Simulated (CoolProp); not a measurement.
Carbon monoxide along the isobar 14 bar: density (kg/m³) from the reference equation and from simpler models built on Tc = 132.9 K, pc = 34.98 bar, ω = 0.050; each cubic takes its own stable root.

Computed with CoolProp (reference Helmholtz-energy equation of state, Lemmon 2006). It is a short technical equation, of lower accuracy than the large ones.

```
T (K)   phase  reference  van der Waals  Peng-Robinson
-----  ------  ---------  -------------  -------------
96.7   liquid      726.6          497.9          811.4
132.6     gas      41.83          41.09          42.68
150.5     gas      34.70          34.59          35.24
168.5     gas      29.97          30.05          30.32
186.4     gas      26.53          26.67          26.77
204.4     gas      23.86          24.02          24.03
222.3     gas      21.73          21.88          21.86
240.3     gas      19.96          20.10          20.06
258.2     gas      18.48          18.61          18.56
276.2     gas      17.21          17.33          17.27
294.1     gas      16.12          16.22          16.16
312.1     gas      15.15          15.25          15.19
330       gas      14.30          14.39          14.34
348       gas      13.54          13.62          13.57
```
